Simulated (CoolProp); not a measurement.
Vapour-liquid equilibrium of CH2F2 (R32) (1) + R1234ze(E) (2) at 232.9 K; x and y are mole fractions of (1).

The numbers come from the multi-fluid Helmholtz-energy mixture model, Tillner-Roth 1997 and Thol 2016; pair parameters Bell 2023 in CoolProp.

```
x     bubble pressure, mixture model (MPa)  bubble pressure, Raoult's law (MPa)  y, mixture model  y, Raoult's law
----  ------------------------------------  -----------------------------------  ----------------  ---------------
0.05                                   [?]                              0.04322             0.245            0.203
0.2                                    [?]                              0.06409             0.587            0.547
0.35                               0.09521                              0.08496             0.735            0.723
0.5                                    [?]                               0.1058             0.821            0.829
0.65                                0.1329                               0.1267             0.883            0.900
0.8                                    [?]                               0.1476             0.935            0.951
0.95                                0.1690                               0.1685             0.984            0.989
```

Problem. What belongs in the gaps?

Solution. 
- 0.05, bubble pressure, mixture model (MPa): 0.04590
- 0.2, bubble pressure, mixture model (MPa): 0.07242
- 0.5, bubble pressure, mixture model (MPa): 0.1150
- 0.8, bubble pressure, mixture model (MPa): 0.1506

The largest gap from Raoult's law is +13.0 % in bubble pressure, at x = 0.2. No azeotrope shows between x = 0.05 and 0.95.

Pair parameters are fitted to limited data, so mixtures are less certain than the pure fluids.
